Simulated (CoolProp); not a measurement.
The fluid at 283.53 K and 0.525 MPa expands adiabatically to 0.215 MPa with isentropic efficiency 0.85. The same conditions are run with several fluids, on thermodynamics alone (safety and materials aside).

Model: reference Helmholtz-energy equation of state of each fluid (carbon monoxide: Lemmon 2006; fluorine: de Reuck 1990; R13: Platzer 1990; R125: Lemmon 2005; CH2F2 (R32): Tillner-Roth 1997), in CoolProp. The equations of Platzer and Polt are older, rougher fits.

```
fluid            work (kJ/kg)  final temperature (K)  final density (kg/m³)
---------------  ------------  ---------------------  ---------------------
carbon monoxide          56.2                  228.9                   3.17
fluorine                 41.7                  231.3                   4.26
R13                      15.4                  254.5                   11.0
R125                     13.1                  261.0                   12.6
CH2F2 (R32)              29.1                  241.1                   5.96
```
